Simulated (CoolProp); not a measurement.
Computed with CoolProp (reference Helmholtz-energy equation of state, de Reuck 1990).

Problem. For fluorine, give the phase and the cp (kJ/(kg K)), speed of sound (m/s) at -151.75 °C and 0.101 MPa; -40.65 °C and 0.101 MPa.

Solution. 
- -151.75 °C and 0.101 MPa: gas; cp 0.784, speed of sound 192
- -40.65 °C and 0.101 MPa: gas; cp 0.796, speed of sound 265
